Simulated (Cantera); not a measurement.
A perfectly stirred reactor is fed with CO : O2 : H2O : N2 = 0.027 : 0.025 : 0.11 : 1 (molar parts), at 3230 Torr; it is held at 1450 K, and followed from long to short residence time.

Model: GRI-Mech 3.0 (53 species, 325 reactions), integrated in Cantera.

x: mole fraction; the columns are a selection and need not sum to one.

```csv
τ (s),x CO,x O2,x H2O,x O,x CO2,x N2O
7.5,1.02e-5,0.0100,0.0958,2.98e-7,0.0235,…
3.4,1.82e-5,0.0100,0.0958,4.51e-7,0.0235,…
1.6,3.13e-5,0.0100,0.0957,6.87e-7,0.0235,…
0.71,5.57e-5,0.0100,0.0957,1.10e-6,0.0235,…
0.32,9.76e-5,0.0101,0.0957,1.79e-6,0.0234,…
0.15,0.000166,0.0101,0.0957,2.86e-6,0.0233,…
0.067,0.000289,0.0101,0.0957,4.79e-6,0.0232,…
0.031,0.000489,0.0103,0.0956,7.91e-6,0.0230,8.81e-7
0.014,0.000834,0.0104,0.0955,1.34e-5,0.0227,8.92e-7
0.0063,0.00141,0.0107,0.0954,2.28e-5,0.0221,8.32e-7
0.0029,0.00231,0.0112,0.0952,3.81e-5,0.0212,…
```

Q: Some entries are withheld; supply them.

A: 
- 7.5, x N2O: 8.93e-8
- 3.4, x N2O: 1.33e-7
- 1.6, x N2O: 1.97e-7
- 0.71, x N2O: 3.02e-7
- 0.32, x N2O: 4.45e-7
- 0.15, x N2O: 6.12e-7
- 0.067, x N2O: 7.81e-7
- 0.0029, x N2O: 7.41e-7
